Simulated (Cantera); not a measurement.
An isothermal, constant-pressure homogeneous reactor starts with CH₄ : H₂ : CO₂ = 0.01 : 1 : 0.0067 (molar parts), at 1750 K and 2200 Pa. Integrator tolerance rtol = 1e-08.

Detailed kinetics in Cantera: GRI-Mech 3.0 (53 species, 325 reactions). Radical loss at walls, strong at low pressure, is not modelled.

Question: What does this change do: temperature 1750 to 1900 K?

Answer: 
```csv
quantity,before,after
x(CH₄) at 40.0 s,0.000496 (gas-phase equilibrium 7.16e-5),9.54e-5 (gas-phase equilibrium 2.42e-5)
x(H₂) at 40.0 s,0.982 (gas-phase equilibrium 0.984),0.980 (gas-phase equilibrium 0.980)
x(CO₂) at 40.0 s,1.01e-5 (gas-phase equilibrium 1.00e-10),1.29e-6 (gas-phase equilibrium 7.51e-11)
x(H) at 40.0 s,0.00156 (gas-phase equilibrium 0.00157),0.00532 (gas-phase equilibrium 0.00534)
x(O₂) at 40.0 s,<1e-12 (gas-phase equilibrium <1e-12),<1e-12 (gas-phase equilibrium <1e-12)
x(CO) at 40.0 s,0.00905 (gas-phase equilibrium 0.0130),0.0125 (gas-phase equilibrium 0.0129)
```

Question: What does this change do: pressure from 2200 Pa to 13300 Pa?

Answer: 
```tsv
quantity	before	after
x(CH₄) at 40.0 s	0.000496 (gas-phase equilibrium 7.16e-5)	0.000724 (gas-phase equilibrium 0.000410)
x(H₂) at 40.0 s	0.982 (gas-phase equilibrium 0.984)	0.983 (gas-phase equilibrium 0.985)
x(CO₂) at 40.0 s	1.01e-5 (gas-phase equilibrium 1.00e-10)	7.78e-6 (gas-phase equilibrium 6.44e-10)
x(H) at 40.0 s	0.00156 (gas-phase equilibrium 0.00157)	0.000636 (gas-phase equilibrium 0.000637)
x(O₂) at 40.0 s	<1e-12 (gas-phase equilibrium <1e-12)	<1e-12 (gas-phase equilibrium <1e-12)
x(CO) at 40.0 s	0.00905 (gas-phase equilibrium 0.0130)	0.0103 (gas-phase equilibrium 0.0130)
```
